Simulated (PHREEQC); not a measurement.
Synthetic water in mmol/kgw, 20 °C, pH 3.08, pe 12.3:

```json
[
 {"constituent": "Na", "mmol/kgw": "2.15"},
 {"constituent": "K", "mmol/kgw": "0.011"},
 {"constituent": "Ca", "mmol/kgw": "13.5"},
 {"constituent": "Mg", "mmol/kgw": "1.49"},
 {"constituent": "Cl", "mmol/kgw": "12.6"},
 {"constituent": "S(6)", "mmol/kgw": "10.2"},
 {"constituent": "O(0) (counted as O atoms)", "mmol/kgw": "0.096"},
 {"constituent": "Mn(2)", "mmol/kgw": "0.079"}
]
```

Valence states are taken as typed.

Computed with PHREEQC (ion-association model, phreeqc.dat).

This is a speciation only: nothing precipitates in the calculation.

**Question.** Estimate the ionic strength, specific conductance.

**Answer.** ionic strength 0.0451 mol/kgw; specific conductance 2790 µS/cm.

**Question.** In which forms is K present?

**Answer.** K+ 98 %, KSO4- 2.0 % of the K.

Complexes and solids missing from the database can't appear.
